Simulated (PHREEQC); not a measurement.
Make-up at 25 °C: 0.11 mol/kgw NH4HF2 and 0.034 mol/kgw (NH4)2SiF6. Closed to the air; pH follows from the charge balance.

Model: ion-association model, phreeqc.dat, run in PHREEQC.

This is a speciation only: nothing precipitates in the calculation.

**Question.** Predict the pH.

**Answer.** pH 3.01.

**Question.** In which forms is F present?

**Answer.** SiF6-2 48 %, F- 20 %, HF 19 %, HF2- 12 % of the F.

SiF6-2 is the database's only silicon fluoride.
